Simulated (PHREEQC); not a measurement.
1 kg of water holding 0.026 mol/kgw NaHCO3 meets 20 L of dry gas (N2 1 by moles) at fixed total pressure, at 10 °C; fugacities by Peng-Robinson. The gases take part in no redox reaction, some water evaporates into the gas, and hydrates or a liquid gas phase aren't modelled. Precipitation was switched off in this run.

Computed with PHREEQC (ion-association model, phreeqc.dat).

Task: Predict dissolved N2 (mol/kgw) at P (atm) = 5, 30, 40, 75.

Result: 
```
P (atm)  dissolved N2 (mol/kgw)
-------  ----------------------
5                       0.00419
30                       0.0241
40                       0.0315
75                       0.0558
```

Constants without temperature data keep their 25 °C values here.
